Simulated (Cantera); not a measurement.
Input: 1 mol Fe, 0.41 mol NH3, 19 mol H2, 0.058 mol H2O, at 1850 K and 1 atm.

Method: chemical equilibrium by Gibbs-energy minimisation in Cantera with the NASA 1993 tables (ideal gas, pure condensed phases). Candidate condensed phases: Fe, FeO, Fe(OH)2, Fe(OH)3, Fe2O3, Fe3O4, H2O; 27 gas species. Kinetics and transport are ignored.

Base state: H2 0.986, N2 0.0103, H2O 0.00292, H 0.000531, Fe 5.78e-5 (mole fractions); condensed: Fe(l).

Task: What changes in the equilibrium state with this change: temperature from 1850 K to 1975 K?

Result: 
```
species       before     after
----------  --------  --------
H2             0.986     0.985
N2            0.0103    0.0103
H2O          0.00292   0.00291
H           0.000531   0.00135
Fe           5.78e-5  0.000271
Fe(l), mol     0.999     0.995
```
